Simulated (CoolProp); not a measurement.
Propylene along the isobar 2.64 bar: fugacity coefficient from the reference equation and from simpler models built on Tc = 364.2 K, pc = 45.55 bar, ω = 0.146; each cubic takes its own stable root.

Values from CoolProp's reference Helmholtz-energy equation of state, Lemmon 2013.

```tsv
T (K)	phase	reference
161.1	liquid	0.005154
177.2	liquid	0.02126
193.3	liquid	0.06679
209.4	liquid	0.1708
225.5	liquid	0.3722
241.6	liquid	0.7153
257.7	gas	0.9412
273.8	gas	0.9516
289.9	gas	0.9596
306	gas	0.9659
322.1	gas	0.9710
338.2	gas	0.9750
354.3	gas	0.9784
```

Problem. How far does each simpler model (Soave-Redlich-Kwong, Peng-Robinson) lie from the reference over these 13 states: mean and median of the absolute difference, and the worst?

Solution. 
- Soave-Redlich-Kwong: mean 0.6 %, median 0.3 %, worst -1.7 % at 177.2 K and 2.64 bar
- Peng-Robinson: mean 1.9 %, median 0.2 %, worst +10.8 % at 161.1 K and 2.64 bar
